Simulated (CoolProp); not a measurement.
R227EA along the isobar 178 kPa: Z from the reference equation and from simpler models built on Tc = 101.8 °C, pc = 2925 kPa, ω = 0.358; each cubic takes its own stable root.

Values from CoolProp's reference Helmholtz-energy equation of state, Lemmon 2016.

| T (°C) | phase | reference |
|---|---|---|
| 45.05 | gas | 0.9615 |
| 52.45 | gas | 0.9646 |
| 59.75 | gas | 0.9674 |
| 67.05 | gas | 0.9699 |
| 74.45 | gas | 0.9721 |
| 81.75 | gas | 0.9742 |
| 89.15 | gas | 0.9760 |
| 96.45 | gas | 0.9777 |
| 103.75 | gas | 0.9792 |
| 111.15 | gas | 0.9806 |
| 118.45 | gas | 0.9819 |
| 125.75 | gas | 0.9831 |
| 133.15 | gas | 0.9842 |

Q: How far does each simpler model (Pitzer virial, van der Waals, Redlich-Kwong, Soave-Redlich-Kwong, Peng-Robinson) lie from the reference over these 13 states: mean and median of the absolute difference, and the worst?

A: 
- Pitzer virial: mean 0.0 %, median 0.0 %, worst -0.0 % at 74.45 °C and 178 kPa
- van der Waals: mean 0.5 %, median 0.4 %, worst +1.2 % at 45.05 °C and 178 kPa
- Redlich-Kwong: mean 0.2 %, median 0.1 %, worst +0.5 % at 45.05 °C and 178 kPa
- Soave-Redlich-Kwong: mean 0.0 %, median 0.0 %, worst +0.2 % at 45.05 °C and 178 kPa
- Peng-Robinson: mean 0.2 %, median 0.2 %, worst -0.2 % at 89.15 °C and 178 kPa
